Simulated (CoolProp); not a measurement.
Vapour pressure (kPa) of R21: the reference equation beside estimates from Tc = 452.7 K, pc = 5289 kPa, ω = 0.206. Clausius-Clapeyron is anchored at 367.5 K with a constant enthalpy of vaporisation of 18.73 kJ/mol.

Computed with CoolProp (reference Helmholtz-energy equation of state, Platzer 1990). This equation is an older, rougher fit; its heat capacities, sound speeds and derivatives of the liquid may be far off and weren't checked against measurements.

```csv
T (K),reference,Clausius-Clapeyron,Redlich-Kwong,Soave-Redlich-Kwong
342.4,661.3,752.9,860.2,660.9
347.4,747.5,827.6,959.8,748.0
352.4,841.8,907.4,1067,843.4
357.4,944.6,992.3,1183,947.6
362.5,1059,1084,1309,1063
367.5,1180,1180,1442,1187
372.5,1311,1281,1583,1320
377.5,1453,1388,1734,1465
382.5,1605,1500,1894,1620
387.5,1769,1619,2064,1788
392.5,1944,1743,2244,1967
397.5,2132,1874,2434,2160
```

Absolute difference from the reference over all 12 rows, mean and median: Clausius-Clapeyron 7.0 and 7.2 %, Redlich-Kwong 21.7 and 21.5 %, Soave-Redlich-Kwong 0.6 and 0.6 %.
